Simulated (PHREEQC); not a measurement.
A solution holds 6.1 mol KOH and 0.01 mol KCl per kg of water, at 25 °C. Closed to the air; pH follows from the charge balance.

Model: Pitzer model, pitzer.dat, run in PHREEQC.

Task: The ionic strength comes out as 6.11 mol/kgw. What activity coefficients do OH-, Cl-, K+ get?

Result: OH- 5.1, Cl- 0.62, K+ 1.1. Single-ion values are on the MacInnes scale.

No solid was allowed to form. In brines, pH and single-ion activities rest on the MacInnes convention.
